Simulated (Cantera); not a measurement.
## Al2O3 + Cl2 (oxide etching and cleaning by halides)

Feed: 1 mol Al2O3, 2.4 mol Cl2, held at 1330 Pa.

Method: chemical equilibrium by Gibbs-energy minimisation in Cantera with the NASA 1993 tables (ideal gas, pure condensed phases). Candidate condensed phases: Al, AlCl3, Al2O3; 17 gas species. Condensed phases not in the tables: AlOCl. Equilibrium is a limit: real reactors are often held back by kinetics, nucleation or transport.

```csv
T (°C),x Cl2,x Cl,x AlCl3,x O2,x ClO,x O,n Al2O3(s)
550,1.000,0.000136,2.17e-6,1.62e-6,2.22e-9,<1e-12,1.000
600,1.000,0.000384,7.16e-6,5.37e-6,9.44e-9,<1e-12,1.000
650,0.999,0.000967,2.07e-5,1.55e-5,3.43e-8,<1e-12,1.000
700,0.998,0.00222,5.38e-5,4.03e-5,1.09e-7,3.72e-12,1.000
750,0.995,0.00470,0.000127,9.47e-5,3.09e-7,2.62e-11,1.000
800,0.990,0.00927,0.000274,0.000205,7.92e-7,1.54e-10,1.000
850,0.982,0.0172,0.000551,0.000412,1.86e-6,7.73e-10,0.999
900,0.968,0.0302,0.00104,0.000775,4.03e-6,3.37e-9,0.999
950,0.946,0.0504,0.00183,0.00137,8.12e-6,1.30e-8,0.998
1000,0.914,0.0803,0.00306,0.00229,1.53e-5,4.46e-8,0.996
```
x: gas mole fraction; n: condensed amount in mol.

From 550 °C to 1000 °C the condensed part is Al2O3(s). The main Al-bearing gas is AlCl3 throughout.
